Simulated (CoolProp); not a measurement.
Vapour-liquid equilibrium of toluene (1) + n-octane (2) at 281.2 K; x and y are mole fractions of (1).

Computed with CoolProp (multi-fluid Helmholtz-energy mixture model, Lemmon 2006 and Beckmüller 2019; pair parameters Bell 2016).

Q: Give the bubble pressure and the first vapour's composition at x = 0.05, 0.45, 0.85. Is there an azeotrope?

A: x = 0.05: 0.007524 bar, y = 0.151; x = 0.45: 0.01199 bar, y = 0.662; x = 0.85: 0.01431 bar, y = 0.895. No azeotrope shows between x = 0.05 and 0.95.

Pair parameters are fitted to limited data, so mixtures are less certain than the pure fluids.
